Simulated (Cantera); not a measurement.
An isothermal, constant-pressure homogeneous reactor starts with 34.5 % NO, 65.5 % N2, at 1573 K and 1.50 bar.

Computed with Cantera and GRI-Mech 3.0 (53 species, 325 reactions).

Question: Predict: x(NO) at 80.0 s; x(N2O) at 80.0 s; x(O) at 80.0 s; x(NO2) at 80.0 s; x(O2) at 80.0 s; x(N2) at 80.0 s.

Answer: 
* **x(NO) at 80.0 s**: 0.116 (gas-phase equilibrium 0.00160)
* **x(N2O) at 80.0 s**: 4.92e-6 (gas-phase equilibrium 1.21e-7)
* **x(O) at 80.0 s**: 2.91e-6 (gas-phase equilibrium 3.55e-6)
* **x(NO2) at 80.0 s**: 0.000452 (gas-phase equilibrium 7.65e-6)
* **x(O2) at 80.0 s**: 0.114 (gas-phase equilibrium 0.172)
* **x(N2) at 80.0 s**: 0.770 (gas-phase equilibrium 0.827)
